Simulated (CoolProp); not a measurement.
The numbers come from the reference Helmholtz-energy equation of state, Schmidt 1985 in CoolProp. Above 300 K oxygen's equation is extrapolated.

### Question
For oxygen, give the phase and the cp (kJ/(kg K)), cv (kJ/(kg K)), viscosity (µPa s) at 311.05 °C and 1070 kPa; 725.55 °C and 3380 kPa.

### Answer
- 311.05 °C and 1070 kPa: gas; cp 1.00, cv 0.739, viscosity 34.2
- 725.55 °C and 3380 kPa: gas; cp 1.09, cv 0.830, viscosity 49.4

Viscosity comes from a separate model (Lemmon 2004).
